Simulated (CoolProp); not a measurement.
Model: reference Helmholtz-energy equation of state, Lemmon 2006, in CoolProp. It is a short technical equation, of lower accuracy than the large ones.

Problem. For CH3F (R41), give the phase and the density (kg/m³), cp (kJ/(kg K)), expansivity (1/kK) at 295 K and 14800 kPa.

Solution. 
- 295 K and 14800 kPa: liquid; density 673, cp 2.39, expansivity 4.31
